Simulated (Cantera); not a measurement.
## Thermodynamics of titanium nitride, carbide and oxide coatings, feed Ti + CH4

Input: 1 mol Ti, 0.52 mol CH4, held at 1750 K and 1000 Pa.

Cantera equilibrium calculation (NASA polynomials, part measured and part estimated; ideal gas, pure solids and liquids). Candidate condensed phases: C, C6H6, C7H8, C8H18, Ti, TiC; 77 gas species. Mutual solubility and eutectic melting of coexisting phases are not modelled. TiC: taken at fixed stoichiometry. Condensed phases not in the tables: N, O or C dissolved in the metal. Kinetics and transport are ignored.

```json
{
  "x(H2)": "0.998",
  "x(H)": "0.00232",
  "x(Ti)": "2.05e-5",
  "n(Ti(β))": "0.480 mol",
  "n(TiC(s))": "0.520 mol",
  "gas_amount": "1.041 mol",
  "log10 activity of C(graphite) (absent)": "-4.84"
}
```
